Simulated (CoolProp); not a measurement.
A Linde-Hampson liquefier for ethane: isothermal reversible compression at 320 K from 1 atm to 25 MPa, throttling to 1 atm, return gas leaving the recuperator 10 K below the feed. Each further row changes one setting.

Model: reference Helmholtz-energy equation of state, Bücker 2006, in CoolProp.

| case | liquid yield per pass | compression work (kJ/kg of gas) |
|---|---|---|
| as stated | ___ | 378 |
| high pressure 50 MPa | ___ | ___ |
| warm-end temperature 350 K | ___ | ___ |
| warm-end gap 15 K | ___ | 378 |

Problem. Fill in the missing entries.

Solution. 
- as stated, liquid yield per pass: 0.453
- high pressure 50 MPa, liquid yield per pass: 0.436
- high pressure 50 MPa, compression work (kJ/kg of gas): 436
- warm-end temperature 350 K, liquid yield per pass: 0.374
- warm-end temperature 350 K, compression work (kJ/kg of gas): 443
- warm-end gap 15 K, liquid yield per pass: 0.446
